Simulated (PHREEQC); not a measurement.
0.11 g of hydrous ferric oxide (600 m²/g; 0.2 weak and 0.005 strong sites per Fe, Dzombak-Morel constants, diffuse double layer) in 1 kg of water with 0.005 mol/kgw of an inert sodium salt and 8.2e-05 mol Na2SeO3, at 25 °C; the pH is set by adding NaOH or the inert anion's acid. The system is closed to oxygen. The system is closed to CO2. Precipitation was switched off in this run.

The numbers come from PHREEQC with the ion-association model, wateq4f.dat.

Problem. Predict Se sorbed (%), surface charge σ (C/m²) at pH = 6.33, 8.33, 9.

Solution. 
| pH | Se sorbed (%) | surface charge σ (C/m²) |
|---|---|---|
| 6.33 | 90.5 | 0.009 |
| 8.33 | 40.9 | -0.007 |
| 9 | 16.5 | -0.012 |

Complexes and solids missing from the database can't appear. The database's selenite sorption wasn't checked against measurements; a fall in acid may be a fault of its surface constants. The oxide is taken as insoluble; below pH 4 it would dissolve.
